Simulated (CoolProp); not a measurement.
A Linde-Hampson liquefier for ethylene: isothermal reversible compression at 320 K from 1 atm to 30 MPa, throttling to 1 atm, return gas leaving the recuperator 2 K below the feed. Each further row changes one setting.

Computed with CoolProp (reference Helmholtz-energy equation of state, Smukala 2000).

```
case                        liquid yield per pass  compression work (kJ/kg of gas)
--------------------------  ---------------------  -------------------------------
as stated                                   0.426                              444
high pressure 60 MPa                        0.407                              513
warm-end temperature 350 K                  0.354                              512
warm-end gap 7 K                            0.420                              444
```
